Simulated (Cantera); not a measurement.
A closed system holds: 1 mol C3H8, 1.4 mol H2O, 1.7 mol H2, held at 12.0 bar.

These are equilibrium values from Cantera (NASA tables, ideal gas, pure condensed phases), not measurements of a reactor. Candidate condensed phases: C, C6H6, C7H8, C8H18, H2O; 110 gas species. Kinetics and transport are ignored. All values below are at 1973 K.

Base state: H2 0.830, CO 0.165, CH4 0.00377, C2H2 (acetylene) 0.000532, H 0.000355, H2O 0.000215, C2H4 4.16e-5, CH3 3.20e-5 (mole fractions); condensed: C(graphite).

Task: What changes in the equilibrium state with this change: H2O from 1.4 to 0.046 mol?

Result: 
```csv
species,before,after
H2,0.830,0.986
CO,0.165,0.00797
CH4,0.00377,0.00532
H2O,0.000215,1.23e-5
C2H4,4.16e-5,5.86e-5
CH3,3.20e-5,4.15e-5
C2H2 (acetylene),0.000532,0.000631
H,0.000355,0.000387
"C(graphite), mol",1.56,2.92
```

Task: What changes in the equilibrium state with this change: C3H8 replaced by C2H6?

Result: 
| species | before | after |
|---|---|---|
| H2 | 0.830 | 0.808 |
| CO | 0.165 | 0.187 |
| CH4 | 0.00377 | 0.00358 |
| CO2 | 9.54e-6 | 1.22e-5 |
| H2O | 0.000215 | 0.000237 |
| C2H4 | 4.16e-5 | 3.94e-5 |
| CH3 | 3.20e-5 | 3.08e-5 |
| C(graphite), mol | 1.56 | 0.567 |
